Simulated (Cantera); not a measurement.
Gas-phase reforming

An isothermal, constant-pressure homogeneous reactor starts with CH₄ : H₂O : H₂ = 1 : 0.6 : 0.66 (molar parts), at 2123 K and 0.340 bar.

Model: GRI-Mech 3.0 (53 species, 325 reactions), integrated in Cantera. GRI-Mech 3.0 stops at C3 and has no aromatics, soot or wall deposition, so with more carbon than oxygen in the feed, carbon stays in small species such as C2H2 where larger ones or solid carbon would form.

```tsv
t (s)	x CH₄	x H₂O	x H₂	x C₂H₆	x H₂O₂	x C₂H
3.00e-5	0.356	0.254	0.340	0.000851	5.59e-11	7.67e-7
7.57e-5	0.206	0.224	0.470	0.000522	7.61e-11	9.40e-6
0.000191	0.0958	0.196	0.576	0.000125	6.38e-11	1.78e-5
0.000482	0.0391	0.176	0.634	2.39e-5	6.00e-11	2.25e-5
0.00122	0.0166	0.154	0.667	4.90e-6	5.42e-11	2.45e-5
0.00307	0.0108	0.119	0.696	2.13e-6	3.37e-11	2.19e-5
0.00775	0.00786	0.0720	0.732	1.10e-6	1.21e-11	1.69e-5
0.0195	0.00470	0.0293	0.764	3.90e-7	2.00e-12	1.26e-5
0.0493	0.00207	0.00556	0.782	7.62e-8	<1e-12	1.03e-5
0.124	0.000593	0.000155	0.787	7.24e-9	<1e-12	9.92e-6
0.314	0.000412	5.06e-7	0.787	4.01e-9	<1e-12	9.93e-6
0.793	0.000412	4.82e-7	0.787	4.01e-9	<1e-12	9.93e-6
2.00	0.000412	4.82e-7	0.787	4.01e-9	<1e-12	9.93e-6
```
x: mole fraction; the columns are a selection and need not sum to one.

Equilibrium at this temperature and pressure: CH₄ 0.000412, H₂O 4.84e-7, H₂ 0.787, C₂H₆ 4.01e-9, H₂O₂ <1e-12, C₂H 9.93e-6 (gas phase only).
